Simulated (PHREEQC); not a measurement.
A solution holds 0.012 mol/kgw Na2SO4, at 20 °C. Closed to the air; pH follows from the charge balance.

The numbers come from PHREEQC with the ion-association model, phreeqc.dat.

Task: The ionic strength comes out as 0.0347 mol/kgw. What activity coefficients do NaSO4-, Na+, SO4-2 get?

Result: NaSO4- 0.85, Na+ 0.85, SO4-2 0.51.

No solid was allowed to form. Complexes and solids missing from the database can't appear.
